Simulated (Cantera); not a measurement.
An adiabatic, constant-volume homogeneous reactor starts with 12.0 % CH₄, 18.5 % O₂, 69.5 % N₂, equivalence ratio 1.3, at 1798 K and 1.00 bar.

Detailed kinetics in Cantera: GRI-Mech 3.0 (53 species, 325 reactions). Above 3000 K some thermodynamic fits are extrapolated.

Predict: time of steepest temperature rise; temperature at 2.00 s; equilibrium temperature; x(O₂) at 2.00 s; x(H) at 2.00 s; x(CH₂O) at 2.00 s; x(HO₂) at 2.00 s.


```
Quantity                                                             Value
---------------------------------  ---------------------------------------
time of steepest temperature rise                                 0.111 ms
temperature at 2.00 s                                               3012 K
equilibrium temperature                                             3012 K
x(O₂) at 2.00 s                    0.00846 (gas-phase equilibrium 0.00846)
x(H) at 2.00 s                       0.0277 (gas-phase equilibrium 0.0277)
x(CH₂O) at 2.00 s                  3.13e-9 (gas-phase equilibrium 3.13e-9)
x(HO₂) at 2.00 s                   5.35e-6 (gas-phase equilibrium 5.35e-6)
```
